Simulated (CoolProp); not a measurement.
Vapour-liquid equilibrium of R125 (1) + R115 (2) at 305 K; x and y are mole fractions of (1).

Model: multi-fluid Helmholtz-energy mixture model, Lemmon 2005 and Lemmon 2016; pair parameters Bell 2016, in CoolProp.

### Question
Give the bubble pressure and the first vapour's composition at x = 0.05, 0.45, 0.75. Is there an azeotrope?

### Answer
x = 0.05: 1.142 MPa, y = 0.088; x = 0.45: 1.500 MPa, y = 0.529; x = 0.75: 1.628 MPa, y = 0.771. y crosses x between x = 0.85 and 0.95: the model has an azeotrope there.

The pair parameters rest on a limited set of measurements; away from them the model extrapolates.
